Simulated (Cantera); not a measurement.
## Stirred combustor or abatement burner

A perfectly stirred reactor is fed with 12.9 % CO, 2.97 % H₂, 17.7 % O₂, 66.4 % N₂, at 7500 Torr; it is adiabatic with a 575 K inlet, and is followed from long to short residence time, starting on the burning branch (τ in s: 0.086, 0.039, 0.018, 0.0079, 0.0036, 0.0016, 0.00072, 0.00033, 0.00015, 6.6e-05).

Computed with Cantera and GRI-Mech 3.0 (53 species, 325 reactions). The hydrogen kinetics of GRI-Mech 3.0 are dated; newer H2 mechanisms differ, most at raised pressure.

```
τ (s)    T (K)      x CO      x H₂   x O₂   x H₂O     x NO
-------  -----  --------  --------  -----  ------  -------
0.086     1858  0.000254   8.15e-6  0.106  0.0321  7.67e-5
0.039     1857  0.000431   1.28e-5  0.106  0.0320  5.75e-5
0.018     1854  0.000729   2.06e-5  0.106  0.0320  4.91e-5
0.0079    1849   0.00128   3.47e-5  0.106  0.0319  4.50e-5
0.0036    1841   0.00218   5.74e-5  0.107  0.0318  4.21e-5
0.0016    1828   0.00380   9.64e-5  0.107  0.0316  3.75e-5
0.00072   1805   0.00659  0.000161  0.108  0.0314  3.00e-5
0.00033   1766    0.0115  0.000267  0.110  0.0311  2.11e-5
0.00015   1688    0.0217  0.000475  0.115  0.0306  1.17e-5
6.6e-5     575     0.129    0.0297  0.177  <1e-12   <1e-12
```
x: mole fraction; the columns are a selection and need not sum to one.
